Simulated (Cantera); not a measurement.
A perfectly stirred reactor is fed with 7.40 % CH₄, 19.5 % O₂, 73.2 % N₂, at 3750 Torr; it is adiabatic with a 425 K inlet, and is followed from long to short residence time, starting on the burning branch (τ in s: 0.038, 0.018, 0.0084, 0.0039, 0.0018, 0.00085, 0.0004, 0.00018, 8.6e-05, 4e-05, 1.9e-05, 8.7e-06, 4.1e-06).

Cantera simulation using GRI-Mech 3.0 (53 species, 325 reactions); the numbers are that mechanism's predictions, not measurements.

x: mole fraction; the columns are a selection and need not sum to one.

```json
[
 {"τ (s)": "0.038", "T (K)": "2033", "x CH₄": "5.32e-6", "x O₂": "0.0464", "x HCO": "1.01e-8", "x H₂O₂": "1.65e-7", "x HO₂": "2.20e-6", "x N₂O": "5.49e-7", "x CH₂": "4.83e-8"},
 {"τ (s)": "0.018", "T (K)": "2031", "x CH₄": "1.01e-5", "x O₂": "0.0465", "x HCO": "2.15e-8", "x H₂O₂": "1.82e-7", "x HO₂": "2.51e-6", "x N₂O": "6.34e-7", "x CH₂": "9.85e-8"},
 {"τ (s)": "0.0084", "T (K)": "2027", "x CH₄": "1.83e-5", "x O₂": "0.0466", "x HCO": "4.64e-8", "x H₂O₂": "2.13e-7", "x HO₂": "3.12e-6", "x N₂O": "7.76e-7", "x CH₂": "1.99e-7"},
 {"τ (s)": "0.0039", "T (K)": "2020", "x CH₄": "…", "x O₂": "0.0468", "x HCO": "…", "x H₂O₂": "…", "x HO₂": "…", "x N₂O": "…", "x CH₂": "…"},
 {"τ (s)": "0.0018", "T (K)": "2009", "x CH₄": "…", "x O₂": "0.0472", "x HCO": "…", "x H₂O₂": "…", "x HO₂": "…", "x N₂O": "…", "x CH₂": "…"},
 {"τ (s)": "0.00085", "T (K)": "1993", "x CH₄": "9.20e-5", "x O₂": "0.0479", "x HCO": "4.84e-7", "x H₂O₂": "4.47e-7", "x HO₂": "9.81e-6", "x N₂O": "1.29e-6", "x CH₂": "1.35e-6"},
 {"τ (s)": "0.00040", "T (K)": "1969", "x CH₄": "0.000158", "x O₂": "0.0491", "x HCO": "1.05e-6", "x H₂O₂": "5.91e-7", "x HO₂": "1.56e-5", "x N₂O": "1.29e-6", "x CH₂": "2.35e-6"},
 {"τ (s)": "0.00018", "T (K)": "1929", "x CH₄": "0.000294", "x O₂": "0.0512", "x HCO": "2.38e-6", "x H₂O₂": "8.01e-7", "x HO₂": "2.62e-5", "x N₂O": "1.16e-6", "x CH₂": "4.09e-6"},
 {"τ (s)": "8.6e-5", "T (K)": "1873", "x CH₄": "0.000585", "x O₂": "0.0548", "x HCO": "5.07e-6", "x H₂O₂": "1.08e-6", "x HO₂": "4.41e-5", "x N₂O": "9.79e-7", "x CH₂": "6.71e-6"},
 {"τ (s)": "4.0e-5", "T (K)": "425", "x CH₄": "0.0740", "x O₂": "0.195", "x HCO": "<1e-12", "x H₂O₂": "<1e-12", "x HO₂": "<1e-12", "x N₂O": "<1e-12", "x CH₂": "<1e-12"},
 {"τ (s)": "1.9e-5", "T (K)": "425", "x CH₄": "0.0740", "x O₂": "0.195", "x HCO": "<1e-12", "x H₂O₂": "<1e-12", "x HO₂": "<1e-12", "x N₂O": "<1e-12", "x CH₂": "<1e-12"},
 {"τ (s)": "8.7e-6", "T (K)": "425", "x CH₄": "0.0740", "x O₂": "0.195", "x HCO": "<1e-12", "x H₂O₂": "<1e-12", "x HO₂": "<1e-12", "x N₂O": "<1e-12", "x CH₂": "<1e-12"},
 {"τ (s)": "4.1e-6", "T (K)": "425", "x CH₄": "0.0740", "x O₂": "0.195", "x HCO": "<1e-12", "x H₂O₂": "<1e-12", "x HO₂": "<1e-12", "x N₂O": "<1e-12", "x CH₂": "<1e-12"}
]
```

### Question
Complete the blanks.

### Answer

- 0.0039, x CH₄: 3.19e-5
- 0.0039, x HCO: 1.01e-7
- 0.0039, x H₂O₂: 2.64e-7
- 0.0039, x HO₂: 4.27e-6
- 0.0039, x N₂O: 9.71e-7
- 0.0039, x CH₂: 3.92e-7
- 0.0018, x CH₄: 5.47e-5
- 0.0018, x HCO: 2.24e-7
- 0.0018, x H₂O₂: 3.41e-7
- 0.0018, x HO₂: 6.35e-6
- 0.0018, x N₂O: 1.17e-6
- 0.0018, x CH₂: 7.48e-7
